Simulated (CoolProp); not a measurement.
Sulfur dioxide along the isobar 15.2 MPa: density (kg/m³) from the reference equation and from simpler models built on Tc = 430.6 K, pc = 7.887 MPa, ω = 0.256; each cubic takes its own stable root.

Values from CoolProp's reference Helmholtz-energy equation of state, Gao 2016.

```csv
T (K),phase,reference,van der Waals,Soave-Redlich-Kwong,Peng-Robinson
265.6,liquid,1478,895.3,1327,1494
279.1,liquid,1445,880.0,1299,1464
292.7,liquid,1410,864.1,1270,1432
306.3,liquid,1376,847.6,1239,1398
319.8,liquid,1340,830.6,1206,1361
333.4,liquid,1303,812.7,1170,1321
347,liquid,1264,794.0,1132,1277
360.5,liquid,1223,774.5,1090,1230
374.1,liquid,1179,753.8,1045,1178
387.7,liquid,1132,731.8,995.4,1120
401.2,liquid,1080,708.6,941.3,1057
414.8,liquid,1023,683.5,880.5,985.0
428.3,liquid,956.8,656.6,812.5,904.2
441.9,supercritical,878.3,627.1,734.7,811.1
455.5,supercritical,781.5,594.7,646.5,705.9
469,supercritical,662.2,559.2,553.3,596.6
```
